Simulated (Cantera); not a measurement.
Equilibrium for fluorocarbon and chlorocarbon gases: CF₄ + CH₄ + Si

Input: 1 mol CF₄, 0.99 mol CH₄, a varied amount of Si, equilibrated at 2875 K and 1.10 Pa.

Equilibrium computed with Cantera from the NASA thermochemical tables; the gas is ideal and each condensed phase is pure. Candidate condensed phases: C, C₆H₆, C₇H₈, C₈H₁₈, Si, SiC; 113 gas species. The tables' values for SiF, SiF₂, SiF₃ are old estimates; treat these amounts as uncertain. Rates play no part.

```csv
n(Si) (mol),x F,x H,x C,x Si,x HF,x C₃
0.036,0.392,0.392,0.156,0.00353,0.0309,0.0113
0.051,0.392,0.392,0.156,0.00500,0.0308,0.0112
0.073,0.391,0.391,0.155,0.00714,0.0307,0.0112
0.11,0.389,0.389,0.155,0.0107,0.0305,0.0111
0.15,0.387,0.388,0.154,0.0146,0.0302,0.0110
0.22,0.384,0.385,0.153,0.0212,0.0298,0.0108
0.31,0.380,0.382,0.152,0.0297,0.0292,0.0106
0.45,0.374,0.377,0.151,0.0425,0.0284,0.0102
0.65,0.366,0.371,0.149,0.0604,0.0273,0.00980
0.93,0.355,0.361,0.146,0.0843,0.0258,0.00921
1.3,0.342,0.350,0.142,0.114,0.0240,0.00850
```
x: gas mole fraction; nothing condenses.

From 0.036 mol Si to 1.3 mol Si nothing is condensed. The main Si-bearing gas is Si throughout.
